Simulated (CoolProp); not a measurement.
Properties of c-C4F8 (RC318) along the isobar 0.101 MPa (Tc = 115.2 °C, pc = 2.778 MPa, ω = 0.355).

The numbers come from the reference Helmholtz-energy equation of state, Platzer 1990 in CoolProp. This equation is an older, rougher fit.

```
T (°C)  phase  Joule-Thomson coefficient (K/MPa)  expansivity (1/kK)  conductivity (mW/(m K))  Prandtl number  fugacity coefficient
------  -----  ---------------------------------  ------------------  -----------------------  --------------  --------------------
39.95     gas                              13.65               3.476                     13.1           0.744                0.9754
55.55     gas                              11.81               3.269                     14.2           0.747                0.9790
71.15     gas                              10.33               3.089                     15.2           0.748                0.9820
86.65     gas                              9.116               2.932                     16.3           0.749                0.9845
102.25    gas                              8.099               2.791                     17.4           0.750                0.9866
117.85    gas                              7.244               2.665                     18.5           0.751                0.9883
133.45    gas                              6.519               2.550                     19.6           0.752                0.9898
148.95    gas                              5.902               2.447                     20.7           0.753                0.9911
164.55    gas                              5.367               2.351                     21.7           0.754                0.9922
180.15    gas                              4.903               2.264                     22.8           0.755                0.9931
195.75    gas                              4.497               2.183                     23.9           0.755                0.9940
211.25    gas                              4.143               2.109                     25.0           0.756                0.9947
226.85    gas                              3.828               2.039                     26.1           0.757                0.9953
```

Viscosity comes from a separate model (Huber 2003), an estimate that may be off by 10 % or more. Thermal conductivity comes from a separate model (Huber 2003), an estimate that may be off by 10 % or more.
